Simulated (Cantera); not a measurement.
A perfectly stirred reactor is fed with CO : H₂ : O₂ : N₂ = 1 : 0.065 : 1.02 : 6.86 (molar parts), equivalence ratio 0.52, at 750 Torr; it is adiabatic with a 373 K inlet, and is followed from long to short residence time, starting on the burning branch (τ in s: 0.21, 0.1, 0.048, 0.023, 0.011, 0.0054, 0.0026, 0.0012, 0.0006, 0.00029, 0.00014, 6.6e-05, 3.2e-05).

Cantera simulation using GRI-Mech 3.0 (53 species, 325 reactions); the numbers are that mechanism's predictions, not measurements.

Task: What does this change do: inlet temperature 373 to 475 K?

Result: 
```json
[
 {"quantity": "blow-out, bracketed by the residence times tried", "before": "burning at 11.0 ms, out at 5.40 ms", "after": "burning at 5.40 ms, out at 2.60 ms"},
 {"quantity": "x(CO) at τ = 0.210 s", "before": "0.00160", "after": "0.00145"},
 {"quantity": "x(H₂) at τ = 0.210 s", "before": "2.01e-5", "after": "2.02e-5"},
 {"quantity": "x(O₂) at τ = 0.210 s", "before": "0.0586", "after": "0.0584"},
 {"quantity": "x(H₂O₂) at τ = 0.210 s", "before": "8.15e-8", "after": "5.33e-8"},
 {"quantity": "x(NO) at τ = 0.210 s", "before": "9.39e-6", "after": "1.81e-5"},
 {"quantity": "x(CO) at τ = 2.60 ms", "before": "0.112", "after": "0.112"},
 {"quantity": "x(H₂) at τ = 2.60 ms", "before": "0.00727", "after": "0.00727"},
 {"quantity": "x(O₂) at τ = 2.60 ms", "before": "0.114", "after": "0.114"},
 {"quantity": "x(H₂O₂) at τ = 2.60 ms", "before": "<1e-12", "after": "<1e-12"},
 {"quantity": "x(NO) at τ = 2.60 ms", "before": "<1e-12", "after": "<1e-12"}
]
```
